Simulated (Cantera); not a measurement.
An adiabatic, constant-pressure homogeneous reactor starts with 11.4 % C₂H₄, 18.0 % O₂, 67.8 % N₂, 2.74 % CO₂, equivalence ratio 1.9, at 1225 K and 0.296 atm.

Computed with Cantera and GRI-Mech 3.0 (53 species, 325 reactions). GRI-Mech 3.0 was tuned for natural gas; its chemistry of ethylene as a main component is partial and can be far from experiment.

Question: Predict: time of steepest temperature rise; temperature at 0.700 s; equilibrium temperature; x(O₂) at 0.700 s; x(CO₂) at 0.700 s; x(HO₂) at 0.700 s; x(CO) at 0.700 s; x(N₂O) at 0.700 s.

Answer: 
```json
{
 "time_of_steepest_temperature_rise": "0.508 ms",
 "temperature at 0.700 s": "2530 K",
 "equilibrium_temperature": "2530 K",
 "x(O₂) at 0.700 s": "0.000201 (gas-phase equilibrium 0.000201)",
 "x(CO₂) at 0.700 s": "0.0331 (gas-phase equilibrium 0.0331)",
 "x(HO₂) at 0.700 s": "6.14e-8 (gas-phase equilibrium 6.14e-8)",
 "x(CO) at 0.700 s": "0.185 (gas-phase equilibrium 0.185)",
 "x(N₂O) at 0.700 s": "1.67e-8 (gas-phase equilibrium 1.67e-8)"
}
```
